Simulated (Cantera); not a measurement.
Input: 1 mol B2H6, 2.3 mol H2O, 170 mol H2, held at 675 °C.

Cantera equilibrium calculation (NASA polynomials, part measured and part estimated; ideal gas, pure solids and liquids). Candidate condensed phases: B, B2O3, B3O3H3, H2O; 23 gas species. The feed counts by its element totals alone. Kinetics and transport are ignored.

What share of the B ends up in condensed phases as a function of P (Pa), at 10, 37, 140, 520, 1900, 7200, 27000, 100000?


| P (Pa) | B condensed (%) | as |
|---|---|---|
| 10 | 98.3 | B(s) + B2O3(l) |
| 37 | 97.0 | B(s) + B2O3(l) |
| 140 | 94.3 | B(s) + B2O3(l) |
| 520 | 89.2 | B(s) + B2O3(l) |
| 1900 | 79.3 | B(s) + B2O3(l) |
| 7200 | 59.9 | B(s) + B2O3(l) |
| 27000 | 30.0 | B2O3(l) |
| 100000 | 30.0 | B2O3(l) |
